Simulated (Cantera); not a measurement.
A Cantera script and what it prints.

```python
import numpy as np
import cantera as ct

gas_names = """
    Ca CaCL CaCL2 CaO CaOH CaO2H2 Ca2 CL CLO CL2 H HCL HOCL HO2 H2 H2O H2O2 O OH O2 O3
""".split()
cond_names = """
    Ca(a) Ca(b) Ca(L) CaCL2(s) CaCL2(L) CaO(s) CaO(L) CaO2H2(s) H2O(s) H2O(L)
""".split()


# ... load() reads the species with a 1 bar reference pressure and builds the phases ...
atoms = {
    'CaCl2': {'Ca': 1, 'CL': 2},
    'H2': {'H': 2},
    'H2O': {'H': 2, 'O': 1},
}
top_T = {}  # K; cautious upper limits of use, not melting points


# ... equilibrate(T, P, feed) seeds the gas with the atoms and calls Mixture.equilibrate('TP', solver="vcs", rtol=1e-11, max_steps=5000) ...
results = []
feed = {'CaCl2': 1, 'H2': 0.1, 'H2O': 0.2}  # mol
P = 41000  # Pa
for T in [950, 1025, 1100, 1175, 1250, 1325, 1400, 1475, 1550, 1625, 1700, 1775, 1850, 1925]:
    mix = equilibrate(T, P, feed)
    results.append((T, P, feed, dict(zip(mix.species_names, mix.species_moles))))

top = {s: max(r[3][s] / sum(r[3][g] for g in gas_names) for r in results) for s in gas_names}
cols = sorted((s for s in top if top[s] > 1e-05), key=lambda s: -top[s])[:8]
seen = [c for c in cond_names if any(r[3].get(c, 0) > 1e-12 for r in results)]
print("log10 of partial pressures in bar; condensed amounts in mol")
print(f"{'T/K':>10s}" + "".join(f"{s[:9]:>10s}" for s in cols + seen))
for T, P, feed, n in results:
    ng = sum(n[g] for g in gas_names)
    print(f"{T:10.4g}" + "".join(f"{np.log10(max(n[s] / ng * P / 1e5, 1e-99)):10.3f}" for s in cols)
          + "".join(f"{n.get(c, 0):10.4g}" for c in seen))
```

Result:

```
log10 of partial pressures in bar; condensed amounts in mol
       T/K       H2O     CaCL2        H2       HCL        CL         H      CaCL        OH  CaCL2(s)  CaCL2(L)    CaO(s)
       950    -0.564    -8.517    -0.865    -3.240   -12.084    -9.687   -17.236   -12.218    0.9998         0 0.0002105
      1025    -0.565    -7.262    -0.865    -2.811   -10.775    -8.793   -15.330   -11.067    0.9994         0 0.0005667
      1100    -0.568    -6.256    -0.866    -2.478    -9.680    -8.021   -13.727   -10.073         0    0.9988  0.001222
      1175    -0.572    -5.412    -0.868    -2.204    -8.740    -7.345   -12.348    -9.206         0    0.9977  0.002306
      1250    -0.578    -4.677    -0.870    -1.966    -7.915    -6.751   -11.140    -8.445         0     0.996  0.004006
      1325    -0.587    -4.033    -0.874    -1.760    -7.186    -6.223   -10.074    -7.772         0    0.9934  0.006496
      1400    -0.600    -3.464    -0.879    -1.580    -6.538    -5.752    -9.126    -7.175         0    0.9898  0.009945
      1475    -0.618    -2.958    -0.886    -1.424    -5.959    -5.330    -8.278    -6.643         0    0.9847    0.0145
      1550    -0.642    -2.507    -0.896    -1.288    -5.439    -4.950    -7.514    -6.169         0    0.9773   0.02029
      1625    -0.674    -2.102    -0.911    -1.171    -4.971    -4.607    -6.822    -5.746         0    0.9661   0.02746
      1700    -0.719    -1.737    -0.934    -1.074    -4.548    -4.299    -6.192    -5.371         0    0.9481   0.03618
      1775    -0.786    -1.407    -0.971    -0.999    -4.167    -4.024    -5.613    -5.045         0    0.9165   0.04688
      1850    -0.892    -1.108    -1.036    -0.954    -3.824    -3.787    -5.078    -4.774         0    0.8546   0.06052
      1925    -1.079    -0.834    -1.159    -0.958    -3.521    -3.599    -4.574    -4.582         0    0.7091   0.07969
```

These are equilibrium values from Cantera (NASA tables, ideal gas, pure condensed phases), not measurements of a reactor. Mutual solubility and eutectic melting of coexisting phases are not modelled. Condensed phases not in the tables: oxide chlorides.
